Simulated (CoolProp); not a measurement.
Ethanol at several states: Z from the reference equation and from simpler models built on Tc = 241.6 °C, pc = 6.268 MPa, ω = 0.644; each cubic takes its own stable root.

Values from CoolProp's reference Helmholtz-energy equation of state, Schroeder 2014.

| T (°C) | p (MPa) | phase | reference |
|---|---|---|---|
| 161.05 | 20 | liquid | 0.3782 |
| -96.35 | 0.0316 | liquid | 0.001112 |
| 203.95 | 0.479 | gas | 0.9661 |
| 248.95 | 0.0267 | gas | 0.9988 |

### Question
How far does each simpler model (Soave-Redlich-Kwong, Peng-Robinson) lie from the reference over these 4 states: mean and median of the absolute difference, and the worst?

### Answer
- Soave-Redlich-Kwong: mean 10.7 %, median 10.7 %, worst +21.4 % at 161.05 °C and 20 MPa
- Peng-Robinson: mean 4.2 %, median 4.2 %, worst +8.5 % at -96.35 °C and 0.0316 MPa
